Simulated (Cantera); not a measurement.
Charge: 1 mol Al2O3, 45 mol H2, 18 mol N2, held at 998.15 K and 5800 Pa.

These are equilibrium values from Cantera (NASA tables, ideal gas, pure condensed phases), not measurements of a reactor. Candidate condensed phases: Al, AlN, Al2O3, H2O; 35 gas species. Kinetics and transport are ignored.

Base state: H2 0.714, N2 0.286, NH3 1.10e-5 (mole fractions); condensed: Al2O3(s).

Q: What changes in the equilibrium state with this change: Al2O3 replaced by Fe2O3?

A: 
```
species         before    after
-------------  -------  -------
H2               0.714    0.667
N2               0.286    0.286
H2O            9.63e-8   0.0476
NH3            1.10e-5  9.95e-6
Al2O3(s), mol    1.000        0
Fe(α), mol           0     2.00
```
Further candidate phases: Fe, FeO, Fe(OH)2, Fe(OH)3, Fe2O3, Fe3O4.

Q: What changes in the equilibrium state with this change: Al2O3 replaced by FeS?

A: 
```json
[
 {"species": "H2", "before": "0.714", "after": "0.714"},
 {"species": "N2", "before": "0.286", "after": "0.286"},
 {"species": "H2S", "before": "0", "after": "0.000774"},
 {"species": "NH3", "before": "1.10e-5", "after": "1.10e-5"},
 {"species": "Al2O3(s), mol", "before": "1.000", "after": "0"},
 {"species": "Fe(α), mol", "before": "0", "after": "0.0488"},
 {"species": "FeS(s), mol", "before": "0", "after": "0.951"}
]
```
FeS: taken at fixed stoichiometry. Further candidate phases: Fe, FeS, FeS2, S.
